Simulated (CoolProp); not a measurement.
Vapour pressure (bar) of o-xylene: the reference equation beside estimates from Tc = 630.3 K, pc = 37.37 bar, ω = 0.312. Clausius-Clapeyron is anchored at 505.7 K with a constant enthalpy of vaporisation of 29.57 kJ/mol.

Computed with CoolProp (reference Helmholtz-energy equation of state, Zhou 2012).

```
T (K)  reference  Lee-Kesler  Clausius-Clapeyron  van der Waals  Peng-Robinson
-----  ---------  ----------  ------------------  -------------  -------------
476.2      3.849       3.881               4.275          10.94          3.845
486.1      4.652       4.696               4.977          12.07          4.653
495.9      5.566       5.624               5.751          13.26          5.573
505.7      6.609       6.681               6.609          14.53          6.627
515.5      7.793       7.879               7.554          15.86          7.825
525.3      9.130       9.229               8.592          17.27          9.180
535.1      10.63       10.74               9.726          18.76          10.71
544.9      12.32       12.44               10.96          20.32          12.41
554.7      14.19       14.32               12.30          21.96          14.32
564.5      16.28       16.41               13.75          23.69          16.44
```

Absolute difference from the reference over all 10 rows, mean and median: Lee-Kesler 1.0 and 1.0 %, Clausius-Clapeyron 7.9 and 7.7 %, van der Waals 103.6 and 96.3 %, Peng-Robinson 0.5 and 0.5 %.
